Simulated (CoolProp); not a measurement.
Vapour-liquid equilibrium of propylene (1) + R152A (2) at -75.95 °C; x and y are mole fractions of (1).

Computed with CoolProp (multi-fluid Helmholtz-energy mixture model, Lemmon 2013 and Outcalt 1996; pair parameters Bell 2016).

```csv
x,"bubble pressure, mixture model (bar)","bubble pressure, Raoult's law (bar)","y, mixture model","y, Raoult's law"
0.05,0.08480,0.05813,0.444,0.194
0.15,0.1367,0.07576,0.683,0.447
0.25,0.1690,0.09340,0.762,0.604
0.35,0.1883,0.1110,0.800,0.711
0.45,0.1996,0.1287,0.821,0.789
0.55,0.2067,0.1463,0.836,0.848
0.65,0.2121,0.1639,0.850,0.895
0.75,0.2172,0.1816,0.868,0.932
0.85,0.2223,0.1992,0.898,0.963
0.95,0.2258,0.2168,0.954,0.989
```

The largest gap from Raoult's law is +80.9 % in bubble pressure, at x = 0.25. No azeotrope shows between x = 0.05 and 0.95.

Pair parameters are fitted to limited data, so mixtures are less certain than the pure fluids. With so large a gap from Raoult's law the liquid may split in two, which this calculation doesn't test in full.
